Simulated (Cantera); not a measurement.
**Adiabatic ignition**

An adiabatic, constant-volume homogeneous reactor starts with 18.1 % CH₄, 17.2 % O₂, 64.7 % N₂, at 1650 K and 0.987 atm.

Cantera simulation using GRI-Mech 3.0 (53 species, 325 reactions); the numbers are that mechanism's predictions, not measurements.

```csv
t (s),T (K),P (bar),x CH₄,x O₂,x HCN,x CH₂,x H₂,x OH
5.00e-6,1650,1.000,0.181,0.172,<1e-12,1.53e-11,3.85e-6,9.42e-8
1.55e-5,1650,1.000,0.181,0.172,<1e-12,1.43e-10,1.34e-5,2.13e-7
4.78e-5,1650,1.000,0.180,0.172,<1e-12,1.96e-9,6.05e-5,6.42e-7
0.000148,1653,1.00,0.178,0.171,1.19e-12,3.15e-8,0.000641,2.97e-6
0.000457,2815,2.06,1.09e-10,7.77e-5,8.08e-6,4.84e-11,0.171,0.00389
0.00141,2789,2.04,2.68e-11,0.000101,2.54e-7,1.48e-11,0.170,0.00435
0.00437,2789,2.04,2.67e-11,0.000102,2.52e-7,1.48e-11,0.170,0.00435
0.0135,2789,2.04,2.67e-11,0.000102,2.52e-7,1.48e-11,0.170,0.00435
0.0418,2789,2.04,2.67e-11,0.000102,2.52e-7,1.48e-11,0.170,0.00435
0.129,2789,2.04,2.67e-11,0.000102,2.52e-7,1.48e-11,0.170,0.00435
0.400,2789,2.04,2.67e-11,0.000102,2.52e-7,1.48e-11,0.170,0.00435
```
x: mole fraction; the columns are a selection and need not sum to one.

The time of steepest temperature rise is 0.363 ms, the temperature at 0.400 s comes out as 2789 K and the equilibrium temperature is 2789 K. The x(CH₄) at 0.400 s is 2.67e-11 (gas-phase equilibrium 3.00e-11) and the x(O₂) at 0.400 s is 0.000102 (gas-phase equilibrium 0.000102). The x(HCN) at 0.400 s is 2.52e-7 (gas-phase equilibrium 2.52e-7).
